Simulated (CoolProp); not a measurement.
Vapour-liquid equilibrium of fluoroethane (R161) (1) + R227EA (2) at 200.1 K; x and y are mole fractions of (1).

Model: multi-fluid Helmholtz-energy mixture model, Wu 2012 and Lemmon 2016; pair parameters Bell 2016, in CoolProp.

| x | bubble pressure, mixture model (MPa) | bubble pressure, Raoult's law (MPa) | y, mixture model | y, Raoult's law |
|---|---|---|---|---|
| 0.05 | 0.003739 | 0.004187 | 0.073 | 0.169 |
| 0.2 | 0.004403 | 0.005757 | 0.373 | 0.491 |
| 0.35 | 0.005784 | 0.007327 | 0.648 | 0.675 |
| 0.5 | 0.007666 | 0.008898 | 0.817 | 0.794 |
| 0.65 | 0.009713 | 0.01047 | 0.909 | 0.878 |
| 0.8 | 0.01169 | 0.01204 | 0.960 | 0.939 |
| 0.95 | 0.01353 | 0.01361 | 0.992 | 0.987 |

The largest gap from Raoult's law is -23.5 % in bubble pressure, at x = 0.2. No azeotrope shows between x = 0.05 and 0.95.

Pair parameters are fitted to limited data, so mixtures are less certain than the pure fluids.
